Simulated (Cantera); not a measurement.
An isothermal, constant-pressure homogeneous reactor starts with H₂ : O₂ : N₂ = 1.3 : 1 : 1 (molar parts), equivalence ratio 0.65, at 1125 K and 100.0 Torr. Integrator tolerance rtol = 1e-08.

Model: the H2/O2 subset of GRI-Mech 3.0, which has no nitrogen chemistry, integrated in Cantera. The temperature is held fixed by assumption; the heat of reaction is taken as removed at once.

Task: What does this change do: temperature 1125 to 850 K?

Result: 
```
quantity                                              before                                      after
-----------------  -----------------------------------------  -----------------------------------------
x(H₂) at 10.0 s      9.31e-9 (gas-phase equilibrium 8.97e-9)     0.120 (gas-phase equilibrium 1.71e-12)
x(O₂) at 10.0 s          0.132 (gas-phase equilibrium 0.132)        0.184 (gas-phase equilibrium 0.132)
x(H₂O₂) at 10.0 s  8.08e-10 (gas-phase equilibrium 7.63e-10)  0.000772 (gas-phase equilibrium 1.93e-11)
x(O) at 10.0 s       4.91e-9 (gas-phase equilibrium 4.62e-9)     3.22e-8 (gas-phase equilibrium <1e-12)
x(H) at 10.0 s     1.24e-11 (gas-phase equilibrium 1.16e-11)     1.49e-7 (gas-phase equilibrium <1e-12)
```
Radical loss at walls, strong at low pressure, is not modelled. Below about 950 K walls govern HO2 and H2O2 in real vessels.
